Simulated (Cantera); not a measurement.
Charge: 1 mol Al₂O₃, 1.3 mol Cl₂, 3.9 mol N₂, held at 0.100 bar.

Method: chemical equilibrium by Gibbs-energy minimisation in Cantera with the NASA 1993 tables (ideal gas, pure condensed phases). Candidate condensed phases: Al, AlCl₃, AlN, Al₂O₃; 24 gas species. Condensed phases not in the tables: AlOCl. Kinetics and transport are ignored.

x: gas mole fraction; n: condensed amount in mol.

```
T (°C)   x N₂  x Cl₂      x Cl   x AlCl₃      x O₂      x NO     x ClO  n Al₂O₃(s)
------  -----  -----  --------  --------  --------  --------  --------  ----------
452     0.750  0.250   2.17e-6   2.92e-8   2.18e-8  1.52e-10  1.73e-11        1.00
502     0.750  0.250   8.12e-6   1.36e-7   1.01e-7  8.71e-10  1.10e-10        1.00
552     0.750  0.250   2.60e-5   5.22e-7   3.89e-7   4.03e-9  5.63e-10       1.000
602     0.750  0.250   7.28e-5   1.72e-6   1.28e-6   1.57e-8   2.38e-9       1.000
652     0.750  0.250  0.000183   4.95e-6   3.68e-6   5.24e-8   8.60e-9       1.000
702     0.750  0.250  0.000418   1.28e-5   9.50e-6   1.55e-7   2.72e-8       1.000
752     0.750  0.249       [?]       [?]       [?]       [?]       [?]       1.000
802     0.749  0.249   0.00174   6.50e-5   4.82e-5   9.95e-7   1.97e-7       1.000
852     0.749  0.248       [?]       [?]       [?]       [?]       [?]       1.000
902     0.748  0.246   0.00568  0.000248  0.000183   4.63e-6   1.00e-6       0.999
952     0.746  0.243   0.00952  0.000442  0.000326   9.04e-6   2.04e-6       0.999
1002    0.744  0.239    0.0153  0.000748  0.000551   1.67e-5   3.89e-6       0.998
1052    0.741  0.233    0.0236   0.00121  0.000887   2.93e-5   7.02e-6       0.997
```

Question: Some entries are withheld; supply them.

Answer: 
- 852, x Cl: 0.00323
- 852, x AlCl₃: 0.000131
- 852, x O₂: 9.69e-5
- 852, x NO: 2.22e-6
- 852, x ClO: 4.61e-7
- 752, x Cl: 0.000884
- 752, x AlCl₃: 3.01e-5
- 752, x O₂: 2.23e-5
- 752, x NO: 4.11e-7
- 752, x ClO: 7.68e-8
